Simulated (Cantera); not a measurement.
Input (Python, Cantera):

```python
import numpy as np
import cantera as ct

gas = ct.Solution("gri30.yaml")
gas.TPX = 1700, 61000, {'NO': 1, 'N2': 0.15}
inlet = ct.Reservoir(gas, clone=True)

reactor = ct.IdealGasConstPressureReactor(gas, energy="off", clone=False)
exhaust = ct.Reservoir(gas, clone=True)
tau = [2.1, 1, 0.48, 0.23, 0.11, 0.051, 0.024, 0.011, 0.0054][0]
for a, b in ((inlet, reactor), (reactor, exhaust)):
    ct.MassFlowController(a, b, mdot=lambda t: reactor.mass / tau)
net = ct.ReactorNet([reactor])
show = ['NO', 'O2', 'N2', 'NO2', 'N2O', 'O']

rows = []
print(f"{'tau/s':>10s}{'T/K':>9s}" + "".join(f"{s:>11s}" for s in show))
for tau in [2.1, 1, 0.48, 0.23, 0.11, 0.051, 0.024, 0.011, 0.0054]:
    net.initial_time = 0.0
    net.advance(30 * tau)
    before = gas.X
    net.advance(40 * tau)
    drift = np.max(np.abs(gas.X - before) / (gas.X + 1e-9))
    rows.append([gas.T, *gas[show].X, drift])
    print(f"{tau:10.3e}{gas.T:9.1f}" + "".join(f"{x:11.3e}" for x in gas[show].X))
```

It prints:

```
     tau/s      T/K         NO         O2         N2        NO2        N2O          O
 2.100e+00   1700.0  7.377e-01  6.504e-02  1.960e-01  1.030e-03  2.034e-04  1.580e-05
 1.000e+00   1700.0  7.972e-01  3.544e-02  1.663e-01  8.517e-04  2.388e-04  1.232e-05
 4.800e-01   1700.0  8.320e-01  1.817e-02  1.489e-01  6.833e-04  2.600e-04  9.693e-06
 2.300e-01   1700.0  8.508e-01  8.878e-03  1.395e-01  5.537e-04  2.689e-04  7.877e-06
 1.100e-01   1700.0  8.604e-01  4.161e-03  1.347e-01  4.648e-04  2.672e-04  6.699e-06
 5.100e-02   1700.0  8.652e-01  1.791e-03  1.323e-01  4.001e-04  2.532e-04  5.875e-06
 2.400e-02   1700.0  8.675e-01  7.150e-04  1.312e-01  3.436e-04  2.243e-04  5.184e-06
 1.100e-02   1700.0  8.686e-01  2.321e-04  1.307e-01  2.728e-04  1.775e-04  4.339e-06
 5.400e-03   1700.0  8.691e-01  6.446e-05  1.306e-01  1.917e-04  1.265e-04  3.364e-06
```

Computed with Cantera and GRI-Mech 3.0 (53 species, 325 reactions).
